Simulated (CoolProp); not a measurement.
Values from CoolProp's reference Helmholtz-energy equation of state, Setzmann 1991.

Question: Give the vapour pressure (bar), liquid cp (kJ/(kg K)), vapour Z, liquid viscosity (µPa s) of saturated methane at 118.2, 129.4 K.

Answer: 
| T (K) | p (bar) | liquid cp (kJ/(kg K)) | vapour Z | liquid viscosity (µPa s) |
|---|---|---|---|---|
| 118.2 | 1.68 | 3.53 | 0.948 | 102 |
| 129.4 | 3.54 | 3.65 | 0.914 | 82.1 |

Viscosity comes from a separate model (Quiñones-Cisneros 2006).
